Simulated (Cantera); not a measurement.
Charge: 1 mol HCl, 0.2 mol H2O, 0.1 mol H2, held at 13.3 mbar.

Cantera equilibrium calculation (NASA polynomials, part measured and part estimated; ideal gas, pure solids and liquids). Candidate condensed phases: H2O; 14 gas species. The numbers say what is thermodynamically allowed, not how fast it happens. All values below are at 1798 K.

Base state: HCl 0.760, H2O 0.153, H2 0.0794, Cl 0.00630, H 0.000859, OH 0.000109 (mole fractions); condensed: gas only.

Q: What changes in the equilibrium state with this change: 1.4 mol Cl2 added?

A: 
| species | before | after |
|---|---|---|
| Cl | 0.00630 | 0.515 |
| HCl | 0.760 | 0.422 |
| Cl2 | 5.40e-6 | 0.0360 |
| H2O | 0.153 | 0.00128 |
| O2 | 7.80e-7 | 0.0257 |
| H2 | 0.0794 | 3.67e-6 |
| ClO | 1.15e-8 | 0.000170 |
| O | 9.13e-7 | 0.000166 |
